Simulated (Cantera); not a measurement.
Input (Python, Cantera):

```python
import numpy as np
import cantera as ct

gas = ct.Solution("gri30.yaml")
gas.TPX = 2000, 2666, {'CH4': 1, 'N2': 14}
inlet = ct.Reservoir(gas, clone=True)

reactor = ct.IdealGasConstPressureReactor(gas, energy="off", clone=False)
exhaust = ct.Reservoir(gas, clone=True)
tau = [14, 4.4, 1.4, 0.44, 0.14, 0.043, 0.014, 0.0042, 0.0013, 0.00042, 0.00013][0]
for a, b in ((inlet, reactor), (reactor, exhaust)):
    ct.MassFlowController(a, b, mdot=lambda t: reactor.mass / tau)
net = ct.ReactorNet([reactor])
show = ['CH4', 'HCN', 'C2H', 'CH3', 'CH2', 'H2', 'H']

rows = []
print(f"{'tau/s':>10s}{'T/K':>9s}" + "".join(f"{s:>11s}" for s in show))
for tau in [14, 4.4, 1.4, 0.44, 0.14, 0.043, 0.014, 0.0042, 0.0013, 0.00042, 0.00013]:
    net.initial_time = 0.0
    net.advance(30 * tau)
    before = gas.X
    net.advance(40 * tau)
    drift = np.max(np.abs(gas.X - before) / (gas.X + 1e-9))
    rows.append([gas.T, *gas[show].X, drift])
    print(f"{tau:10.3e}{gas.T:9.1f}" + "".join(f"{x:11.3e}" for x in gas[show].X))
```

Output:

```
     tau/s      T/K        CH4        HCN        C2H        CH3        CH2         H2          H
 1.400e+01   2000.0  1.642e-04  7.945e-03  1.118e-05  7.095e-05  1.979e-06  9.234e-02  2.038e-03
 4.400e+00   2000.0  4.488e-04  3.523e-03  9.193e-06  1.478e-04  3.096e-06  9.212e-02  1.554e-03
 1.400e+00   2000.0  1.154e-03  1.284e-03  7.243e-06  2.907e-04  4.538e-06  9.119e-02  1.183e-03
 4.400e-01   2000.0  2.827e-03  4.267e-04  5.574e-06  5.511e-04  6.375e-06  8.871e-02  9.006e-04
 1.400e-01   2000.0  6.467e-03  1.351e-04  4.218e-06  9.962e-04  8.517e-06  8.321e-02  6.824e-04
 4.300e-02   2000.0  1.405e-02  3.838e-05  3.000e-06  1.729e-03  1.074e-05  7.168e-02  4.923e-04
 1.400e-02   2000.0  2.679e-02  9.662e-06  1.858e-06  2.643e-03  1.198e-05  5.234e-02  3.194e-04
 4.200e-03   2000.0  4.695e-02  1.118e-06  6.354e-07  3.235e-03  9.894e-06  2.279e-02  1.342e-04
 1.300e-03   2000.0  6.259e-02  3.034e-08  5.641e-08  2.045e-03  3.507e-06  3.245e-03  2.814e-05
 4.200e-04   2000.0  6.582e-02  9.367e-10  1.268e-09  7.383e-04  5.903e-07  4.465e-04  1.054e-05
 1.300e-04   2000.0  6.643e-02  4.129e-11  5.229e-12  2.269e-04  7.886e-08  1.116e-04  8.387e-06
```

Model: GRI-Mech 3.0 (53 species, 325 reactions), integrated in Cantera. GRI-Mech 3.0 stops at C3 and has no aromatics, soot or wall deposition, so with more carbon than oxygen in the feed, carbon stays in small species such as C2H2 where larger ones or solid carbon would form. Radical loss at walls, strong at low pressure, is not modelled.
